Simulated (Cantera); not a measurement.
# Premixed flame

A freely propagating, adiabatic, planar premixed flame of 3.09 % C3H8, 23.1 % O2, 73.9 % N2, equivalence ratio 0.67, unburnt at 400 K and 0.120 bar; mixture-averaged transport, grid criteria slope 0.08 and curve 0.16, no radiation.

Model: GRI-Mech 3.0 (53 species, 325 reactions), integrated in Cantera. GRI-Mech 3.0 was tuned for natural gas; its chemistry of propane as a main component is partial and can be far from experiment. Burning velocities carry a grid error of a few per cent, more on coarse grids.

```csv
z (mm),T (K),u (m/s),x C3H8,x O2,x CO,x CH2O,x O,x H2O
-6.54,400,0.930,0.0309,0.230,7.72e-7,2.77e-8,<1e-8,5.44e-6
-4.36,400,0.932,0.0309,0.230,1.38e-5,7.06e-7,<1e-8,7.86e-5
-3.27,403,0.940,0.0308,0.230,9.87e-5,6.87e-6,<1e-8,0.000471
-2.18,429,1.00,0.0306,0.227,0.000921,8.49e-5,1.55e-8,0.00345
-1.09,699,1.66,0.0254,0.203,0.0114,0.000794,1.85e-6,0.0280
-0.545,1060,2.59,0.0117,0.167,0.0292,0.00127,7.36e-5,0.0576
0,1428,3.55,0.000874,0.126,0.0492,0.000844,0.00127,0.0868
0.545,1578,3.94,4.66e-6,0.101,0.0509,0.000114,0.00547,0.100
1.09,1612,4.02,<1e-8,0.0910,0.0431,7.00e-6,0.00868,0.104
2.18,1645,4.08,<1e-8,0.0835,0.0304,2.67e-8,0.0107,0.103
4.36,1689,4.17,<1e-8,0.0790,0.0198,<1e-8,0.0110,0.102
8.72,1746,4.29,<1e-8,0.0770,0.0156,<1e-8,0.00986,0.103
17.4,1815,4.43,<1e-8,0.0759,0.0135,<1e-8,0.00782,0.107
```
x: mole fraction of selected species; z is measured from the peak of heat release.

| Property | Result |
|---|---|
| laminar burning velocity | 92.9 cm/s |
| thermal thickness | 2.18 mm |
| peak x(CO) | 0.0525 |
| peak x(CH2O) | 0.00130 |
| peak x(O) | 0.0111 |
| grid points | 152 |
